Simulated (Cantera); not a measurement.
Cantera run:

```python
import numpy as np
import cantera as ct

gas_names = [...]  # 118 gases of nasa_gas.yaml made of C, Cl, F, H
cond_names = """
    C(gr) C6H6(L) C7H8(L) C8H18(L),n-octa
""".split()


# ... load() reads the species with a 1 bar reference pressure and builds the phases ...
atoms = {
    'CHF3': {'C': 1, 'H': 1, 'F': 3},
    'HCl': {'H': 1, 'CL': 1},
    'H2': {'H': 2},
}
top_T = {'C(gr)': 4500}  # K; cautious upper limits of use, not melting points


# ... equilibrate(T, P, feed) seeds the gas with the atoms and calls Mixture.equilibrate('TP', solver="vcs", rtol=1e-11, max_steps=5000) ...
results = []
feed = {'CHF3': 1, 'HCl': 0.56, 'H2': 0.11}  # mol
P = 13332.2  # Pa
for T in [1448, 1598, 1748, 1898, 2048, 2198, 2348, 2498, 2648, 2798, 2948, 3098]:
    mix = equilibrate(T, P, feed)
    results.append((T, P, feed, dict(zip(mix.species_names, mix.species_moles))))

top = {s: max(r[3][s] / sum(r[3][g] for g in gas_names) for r in results) for s in gas_names}
cols = sorted((s for s in top if top[s] > 0.001), key=lambda s: -top[s])[:7]
seen = [c for c in cond_names if any(r[3].get(c, 0) > 1e-12 for r in results)]
print("log10 of partial pressures in bar; condensed amounts in mol")
print(f"{'T/K':>10s}" + "".join(f"{s[:9]:>10s}" for s in cols + seen))
for T, P, feed, n in results:
    ng = sum(n[g] for g in gas_names)
    print(f"{T:10.4g}" + "".join(f"{np.log10(max(n[s] / ng * P / 1e5, 1e-99)):10.3f}" for s in cols)
          + "".join(f"{n.get(c, 0):10.4g}" for c in seen))
```

It prints:

```
log10 of partial pressures in bar; condensed amounts in mol
       T/K        HF         F        CL       CF4       HCL       CF2       CL2     C(gr)
      1448    -1.074    -6.516    -2.534    -1.662    -1.733    -5.550    -2.287    0.6123
      1598    -1.060    -5.454    -2.110    -1.700    -1.888    -4.624    -2.292    0.6348
      1748    -1.054    -4.576    -1.833    -1.742    -2.093    -3.864    -2.447    0.6547
      1898    -1.053    -3.838    -1.680    -1.783    -2.349    -3.231    -2.740    0.6672
      2048    -1.055    -3.211    -1.613    -1.833    -2.629    -2.701    -3.117    0.6654
      2198    -1.063    -2.683    -1.592    -1.928    -2.902    -2.271    -3.518    0.6424
      2348    -1.082    -2.255    -1.598    -2.142    -3.143    -1.963    -3.918    0.6003
      2498    -1.106    -1.940    -1.617    -2.576    -3.315    -1.817    -4.298     0.576
      2648    -1.127    -1.732    -1.635    -3.250    -3.396    -1.834    -4.638      0.61
      2798    -1.143    -1.598    -1.651    -4.058    -3.413    -1.953    -4.940    0.6724
      2948    -1.158    -1.514    -1.665    -4.927    -3.393    -2.133    -5.212    0.7152
      3098    -1.175    -1.468    -1.679    -5.832    -3.351    -2.357    -5.462    0.6795
```

Method: chemical equilibrium by Gibbs-energy minimisation in Cantera with the NASA 1993 tables (ideal gas, pure condensed phases). The tables' values for CCl are old estimates; treat these amounts as uncertain. Gases not in the tables: C2F6 and larger saturated fluorocarbons.
